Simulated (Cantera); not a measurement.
Feed: 1 mol SiHCl₃, 0.029 mol Cl₂, 8.7 mol H₂, held at 0.360 bar.

Method: chemical equilibrium by Gibbs-energy minimisation in Cantera with the NASA 1993 tables (ideal gas, pure condensed phases). Candidate condensed phases: Si; 19 gas species. Gases not in the tables: Si₂H₆ and higher silanes. Kinetics and transport are ignored.

What share of the Si ends up in condensed phases as a function of T (K), at 923, 998, 1073, 1148, 1223, 1298, 1373, 1448, 1523, 1598, 1673, 1748?


| T (K) | Si condensed (%) | as |
|---|---|---|
| 923 | 17.4 | Si(s) |
| 998 | 19.0 | Si(s) |
| 1073 | 21.2 | Si(s) |
| 1148 | 23.7 | Si(s) |
| 1223 | 25.9 | Si(s) |
| 1298 | 26.9 | Si(s) |
| 1373 | 26.1 | Si(s) |
| 1448 | 23.8 | Si(s) |
| 1523 | 21.3 | Si(s) |
| 1598 | 19.3 | Si(s) |
| 1673 | 17.7 | Si(s) |
| 1748 | 19.2 | Si(l) |
